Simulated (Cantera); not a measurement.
A closed system holds: 1 mol SiH4, 19 mol NH3, equilibrated at 852 °C and 1.10 mbar.

These are equilibrium values from Cantera (NASA tables, ideal gas, pure condensed phases), not measurements of a reactor. Candidate condensed phases: Si, Si3N4; 18 gas species. The numbers say what is thermodynamically allowed, not how fast it happens.

Question: What is the equilibrium state?

Answer: 
```json
{
 "x(H2)": "0.775",
 "x(N2)": "0.225",
 "x(H)": "1.18e-6",
 "n(Si3N4(s))": "0.333 mol",
 "gas_amount": "39.33 mol",
 "log10 activity of Si(s) (absent)": "-3.34"
}
```
